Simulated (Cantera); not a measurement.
Input: 1 mol AlN, 1.4 mol N2, at 1.10 mbar.

Cantera equilibrium calculation (NASA polynomials, part measured and part estimated; ideal gas, pure solids and liquids). Candidate condensed phases: Al, AlN; 5 gas species. The numbers say what is thermodynamically allowed, not how fast it happens.

What share of the Al ends up in condensed phases as a function of T (K), at 1748, 1823, 1898, 1973, 2048, 2123, 2198, 2273, 2348?


```json
[
 {"T (K)": "1748", "Al condensed (%)": "99.7", "as": "AlN(s)"},
 {"T (K)": "1823", "Al condensed (%)": "98.0", "as": "AlN(s)"},
 {"T (K)": "1898", "Al condensed (%)": "88.0", "as": "AlN(s)"},
 {"T (K)": "1973", "Al condensed (%)": "0.0", "as": "-"},
 {"T (K)": "2048", "Al condensed (%)": "0.0", "as": "-"},
 {"T (K)": "2123", "Al condensed (%)": "0.0", "as": "-"},
 {"T (K)": "2198", "Al condensed (%)": "0.0", "as": "-"},
 {"T (K)": "2273", "Al condensed (%)": "0.0", "as": "-"},
 {"T (K)": "2348", "Al condensed (%)": "0.0", "as": "-"}
]
```
